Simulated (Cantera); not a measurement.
Input: 1 mol B2H6, 5.6 mol NH3, 180 mol H2, equilibrated at 59.0 Pa.

Equilibrium computed with Cantera from the NASA thermochemical tables; the gas is ideal and each condensed phase is pure. Candidate condensed phases: B, BN; 15 gas species. The feed counts by its element totals alone. The tables' values for BH2 are old estimates; treat these amounts as uncertain. Rates play no part. All values below are at 1723 K.

Base state: H2 0.983, N2 0.00930, H 0.00744, BH2 3.02e-5 (mole fractions); condensed: BN(s).

Q: What changes in the equilibrium state with this change: pressure from 59.0 Pa to 4.80 mbar?

A: 
```json
[
 {"species": "H2", "before": "0.983", "after": "0.988"},
 {"species": "N2", "before": "0.00930", "after": "0.00931"},
 {"species": "H", "before": "0.00744", "after": "0.00262"},
 {"species": "BH2", "before": "3.02e-5", "after": "1.06e-5"},
 {"species": "BN(s), mol", "before": "1.99", "after": "2.00"}
]
```

Q: What changes in the equilibrium state with this change: NH3 from 5.6 to 2.1 mol?

A: 
| species | before | after |
|---|---|---|
| H2 | 0.983 | 0.991 |
| H | 0.00744 | 0.00747 |
| N2 | 0.00930 | 0.00163 |
| BH2 | 3.02e-5 | 7.26e-5 |
| BN(s), mol | 1.99 | 1.49 |
| B(s), mol | 0 | 0.497 |
Mutual solubility and eutectic melting of coexisting phases are not modelled.
